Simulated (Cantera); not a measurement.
Standard-state values (1 bar) from the NASA 1993 polynomials, evaluated with Cantera. Values are per mole of reaction as written; species without (g) are pure solids or liquids, kept so even where they would boil at 1 bar.

Between 300 and 2473 K, where is each reaction favourable under standard conditions?
- 2 NO2(g) + 4 Ti3O5 = N2(g) + 12 TiO2


- 2 NO2(g) + 4 Ti3O5 = N2(g) + 12 TiO2: ΔG° is -1508 kJ at 300 K and -765 kJ at 2473 K; it stays negative (K > 1). ΔH° is -1598 kJ and ΔS° -337 J/K at 2473 K.
